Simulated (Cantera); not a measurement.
Standard-state values (1 bar) from the NASA 1993 polynomials, evaluated with Cantera. Values are per mole of reaction as written; species without (g) are pure solids or liquids, kept so even where they would boil at 1 bar.

NH3(g) + 2 TaO2(g) ⇌ 2 Ta + 3 OH(g) + NO(g)

| T (K) | ΔH° (kJ) | ΔS° (J/K) | ΔG° (kJ) | log10 K |
|---|---|---|---|---|
| 1873 | 686.2 | 133.8 | 435.5 | -12.15 |
| 1973 | 687.7 | 134.6 | 422.1 | -11.18 |
| 2073 | 689.2 | 135.4 | 408.6 | -10.30 |
| 2173 | ___ | ___ | ___ | ___ |
| 2273 | 692.6 | 136.9 | 381.4 | -8.76 |
| 2373 | 694.4 | 137.7 | 367.7 | -8.09 |
| 2473 | 696.4 | 138.5 | 353.9 | -7.47 |
| 2573 | 698.5 | 139.3 | 340.0 | -6.90 |
| 2673 | ___ | ___ | ___ | ___ |
| 2773 | ___ | ___ | ___ | ___ |
| 2873 | 705.8 | 142.0 | 297.8 | -5.41 |

Problem. Complete the blanks.

Solution. 
- 2173, ΔH° (kJ): 690.9
- 2173, ΔS° (J/K): 136.1
- 2173, ΔG° (kJ): 395.0
- 2173, log10 K: -9.50
- 2673, ΔH° (kJ): 700.7
- 2673, ΔS° (J/K): 140.2
- 2673, ΔG° (kJ): 326.0
- 2673, log10 K: -6.37
- 2773, ΔH° (kJ): 703.2
- 2773, ΔS° (J/K): 141.1
- 2773, ΔG° (kJ): 311.9
- 2773, log10 K: -5.88
